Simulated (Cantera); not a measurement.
**Thermodynamics of carbothermic reduction, feed MgO + C + H2 + CO**

Charge: 1 mol MgO, 1.7 mol C, 0.13 mol H2, 2 mol CO, equilibrated at 36.0 Torr.

Method: chemical equilibrium by Gibbs-energy minimisation in Cantera with the NASA 1993 tables (ideal gas, pure condensed phases). Candidate condensed phases: C, C6H6, C7H8, C8H18, H2O, Mg, MgCO3, MgO, Mg(OH)2; 116 gas species. The tables' values for MgH are old estimates; treat these amounts as uncertain. The numbers say what is thermodynamically allowed, not how fast it happens.

From 1023 K to 1623 K the condensed part is C(graphite) + MgO(s). From 1773 K to 2523 K the condensed part is C(graphite).

```json
[
 {"T (K)": "1023", "log p CO": "-1.35", "log p Mg": "<-13", "log p H2": "-2.53", "log p H": "-9.65", "log p CO2": "-3.15", "n C(graphite)": "1.73", "n MgO(s)": "1.00"},
 {"T (K)": "1173", "log p CO": "-1.35", "log p Mg": "-10.93", "log p H2": "-2.53", "log p H": "-8.20", "log p CO2": "-4.25", "n C(graphite)": "1.70", "n MgO(s)": "1.00"},
 {"T (K)": "1323", "log p CO": "-1.35", "log p Mg": "-7.78", "log p H2": "-2.53", "log p H": "-7.07", "log p CO2": "-5.10", "n C(graphite)": "1.70", "n MgO(s)": "1.000"},
 {"T (K)": "1473", "log p CO": "-1.35", "log p Mg": "-5.28", "log p H2": "-2.53", "log p H": "-6.16", "log p CO2": "-5.76", "n C(graphite)": "1.70", "n MgO(s)": "1.000"},
 {"T (K)": "1623", "log p CO": "-1.35", "log p Mg": "-3.25", "log p H2": "-2.54", "log p H": "-5.43", "log p CO2": "-6.31", "n C(graphite)": "1.67", "n MgO(s)": "0.975"},
 {"T (K)": "1773", "log p CO": "-1.46", "log p Mg": "-1.93", "log p H2": "-2.82", "log p H": "-4.96", "log p CO2": "-6.97", "n C(graphite)": "0.700", "n MgO(s)": "0"},
 {"T (K)": "1923", "log p CO": "-1.46", "log p Mg": "-1.94", "log p H2": "-2.83", "log p H": "-4.44", "log p CO2": "-7.34", "n C(graphite)": "0.700", "n MgO(s)": "0"},
 {"T (K)": "2073", "log p CO": "-1.46", "log p Mg": "-1.94", "log p H2": "-2.84", "log p H": "-4.00", "log p CO2": "-7.65", "n C(graphite)": "0.700", "n MgO(s)": "0"},
 {"T (K)": "2223", "log p CO": "-1.46", "log p Mg": "-1.94", "log p H2": "-2.86", "log p H": "-3.62", "log p CO2": "-7.92", "n C(graphite)": "0.699", "n MgO(s)": "0"},
 {"T (K)": "2373", "log p CO": "-1.46", "log p Mg": "-1.94", "log p H2": "-2.90", "log p H": "-3.31", "log p CO2": "-8.15", "n C(graphite)": "0.699", "n MgO(s)": "0"},
 {"T (K)": "2523", "log p CO": "-1.46", "log p Mg": "-1.94", "log p H2": "-2.99", "log p H": "-3.05", "log p CO2": "-8.36", "n C(graphite)": "0.697", "n MgO(s)": "0"}
]
```
log p: log10 of the partial pressure in bar; n: condensed amount in mol.
